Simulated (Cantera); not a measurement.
## Reactions in the system C-Cl-Fe

Source: NASA polynomial tables (part measured, part estimated), evaluated in Cantera. Values are per mole of reaction as written; species without (g) are pure solids or liquids, kept so even where they would boil at 1 bar.

4 FeCl₃(g) + C → 4 FeCl₂(g) + CCl₄(g)

```json
[
 {"T (K)": "300", "ΔH° (kJ)": "352.7", "ΔS° (J/K)": "124.6", "ΔG° (kJ)": "315.3", "log10 K": "-54.90"},
 {"T (K)": "2323", "ΔH° (kJ)": "365.3", "ΔS° (J/K)": "130.9", "ΔG° (kJ)": "61.2", "log10 K": "-1.38"},
 {"T (K)": "2348", "ΔH° (kJ)": "365.6", "ΔS° (J/K)": "131.0", "ΔG° (kJ)": "58.0", "log10 K": "-1.29"},
 {"T (K)": "2373", "ΔH° (kJ)": "366.0", "ΔS° (J/K)": "131.2", "ΔG° (kJ)": "54.7", "log10 K": "-1.20"},
 {"T (K)": "2398", "ΔH° (kJ)": "366.4", "ΔS° (J/K)": "131.4", "ΔG° (kJ)": "51.4", "log10 K": "-1.12"},
 {"T (K)": "2423", "ΔH° (kJ)": "366.8", "ΔS° (J/K)": "131.5", "ΔG° (kJ)": "48.1", "log10 K": "-1.04"},
 {"T (K)": "2448", "ΔH° (kJ)": "367.2", "ΔS° (J/K)": "131.7", "ΔG° (kJ)": "44.8", "log10 K": "-0.96"}
]
```
